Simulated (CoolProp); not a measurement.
Vapour-liquid equilibrium of n-heptane (1) + p-xylene (2) at 0.0183 MPa; x and y are mole fractions of (1).

The numbers come from the multi-fluid Helmholtz-energy mixture model, Span 2003 and Zhou 2012; pair parameters Bell 2016 in CoolProp.

| x | bubble temperature, mixture model (K) | bubble temperature, Raoult's law (K) | y, mixture model | y, Raoult's law |
|---|---|---|---|---|
| 0.05 | 352.8 | 354.0 | 0.197 | 0.161 |
| 0.15 | 345.9 | 348.3 | 0.447 | 0.398 |
| 0.25 | 340.9 | 343.6 | 0.596 | 0.562 |
| 0.35 | 337.0 | 339.5 | 0.696 | 0.679 |
| 0.45 | 333.9 | 336.0 | 0.769 | 0.767 |
| 0.55 | 331.3 | 332.9 | 0.826 | 0.833 |
| 0.65 | 329.0 | 330.1 | 0.874 | 0.885 |
| 0.75 | 326.9 | 327.6 | 0.914 | 0.927 |
| 0.85 | 325.0 | 325.4 | 0.950 | 0.960 |
| 0.95 | 323.2 | 323.3 | 0.984 | 0.988 |

The largest gap from Raoult's law is -2.7 K in bubble temperature, at x = 0.25. No azeotrope shows between x = 0.05 and 0.95.

The pair parameters rest on a limited set of measurements; away from them the model extrapolates.
